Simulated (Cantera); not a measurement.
What does this Cantera script print?

```python
import numpy as np
import cantera as ct

gas_names = [...]  # 123 gases of nasa_gas.yaml made of C, H, O, Si
cond_names = """
    C(gr) C6H6(L) C7H8(L) C8H18(L),n-octa H2O(s) H2O(L) Si(cr) Si(L) SiC(b) SiO2(Lqz) SiO2(hqz) SiO2(L)
""".split()


# ... load() reads the species with a 1 bar reference pressure and builds the phases ...
atoms = {
    'HMDSO': {'Si': 2, 'C': 6, 'H': 18, 'O': 1},
    'CO2': {'C': 1, 'O': 2},
    'H2': {'H': 2},
}
top_T = {'C(gr)': 4500, 'SiC(b)': 3050}  # K; cautious upper limits of use, not melting points


# ... equilibrate(T, P, feed) seeds the gas with the atoms and calls Mixture.equilibrate('TP', solver="vcs", rtol=1e-11, max_steps=5000) ...
results = []
feed = {'HMDSO': 1, 'CO2': 5, 'H2': 0.16}  # mol
P = 100000  # Pa
for T in [573, 673, 773, 873, 973, 1073, 1173, 1273, 1373, 1473, 1573, 1673, 1773, 1873]:
    mix = equilibrate(T, P, feed)
    results.append((T, P, feed, dict(zip(mix.species_names, mix.species_moles))))

top = {s: max(r[3][s] / sum(r[3][g] for g in gas_names) for r in results) for s in gas_names}
cols = sorted((s for s in top if top[s] > 1e-05), key=lambda s: -top[s])[:5]
seen = [c for c in cond_names if any(r[3].get(c, 0) > 1e-12 for r in results)]
print("log10 of partial pressures in bar; condensed amounts in mol")
print(f"{'T/K':>10s}" + "".join(f"{s[:9]:>10s}" for s in cols + seen))
for T, P, feed, n in results:
    ng = sum(n[g] for g in gas_names)
    print(f"{T:10.4g}" + "".join(f"{np.log10(max(n[s] / ng * P / 1e5, 1e-99)):10.3f}" for s in cols)
          + "".join(f"{n.get(c, 0):10.4g}" for c in seen))
```

Output:

```
log10 of partial pressures in bar; condensed amounts in mol
       T/K        H2       H2O        CO       CH4       CO2     C(gr)    SiC(b) SiO2(Lqz) SiO2(hqz)   SiO2(L)
       573    -1.452    -0.249    -3.658    -0.590    -0.843     7.704         0         2         0         0
       673    -0.909    -0.324    -2.451    -0.634    -0.778      7.53         0         2         0         0
       773    -0.556    -0.449    -1.571    -0.786    -0.755     7.507         0         2         0         0
       873    -0.360    -0.671    -0.940    -1.068    -0.825     7.095         0         0         2         0
       973    -0.283    -1.047    -0.558    -1.457    -1.114     5.772         0         0         2         0
      1073    -0.262    -1.557    -0.409    -1.861    -1.670     4.538         0         0         2         0
      1173    -0.254    -2.077    -0.373    -2.219    -2.301     4.116         0         0         2         0
      1273    -0.250    -2.541    -0.366    -2.528    -2.875      4.02         0         0         2         0
      1373    -0.249    -2.942    -0.364    -2.795    -3.371     3.999         0         0         2         0
      1473    -0.248    -3.290    -0.363    -3.028    -3.799     3.996         0         0         2         0
      1573    -0.247    -3.594    -0.363    -3.231    -4.171     3.995         0         0         2         0
      1673    -0.248    -3.861    -0.363    -3.411    -4.496     3.985         0         0      1.99         0
      1773    -0.316    -3.938    -0.291    -3.862    -4.482         0     1.299         0         0    0.5991
      1873    -0.331    -3.860    -0.298    -4.341    -4.441         0     1.144         0         0    0.2862
```

Method: chemical equilibrium by Gibbs-energy minimisation in Cantera with the NASA 1993 tables (ideal gas, pure condensed phases). The feed counts by its element totals alone. Mutual solubility and eutectic melting of coexisting phases are not modelled. The tables hold silica as quartz up to 1696 K and as liquid above; real silica turns to tridymite and cristobalite and melts near 1996 K.
